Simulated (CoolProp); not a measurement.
A single-stage vapour-compression cycle with CH2F2 (R32): evaporating at 230.15 K (dew point), condensing at 265.15 K (bubble point), superheat 5 K, subcooling 5 K, compressor efficiency 0.8, no pressure losses. Each further row changes one setting.

The numbers come from the reference Helmholtz-energy equation of state, Tillner-Roth 1997 in CoolProp.

```tsv
case	cooling COP	pressure ratio	discharge temperature (K)	refrigerating effect (kJ/kg)	volumetric capacity (kJ/m³)
as stated	4.57	4.04	327.8	327	1420
evaporating temperature 235.15 K	5.56	3.22	317.4	330	1770
condensing temperature 260.15 K	5.44	3.39	315.4	336	1450
subcooling 10 K	4.68	4.04	327.8	336	1450
superheat 15 K	4.46	4.04	340.6	336	1380
compressor efficiency 0.7	3.99	4.04	338.4	327	1420
```
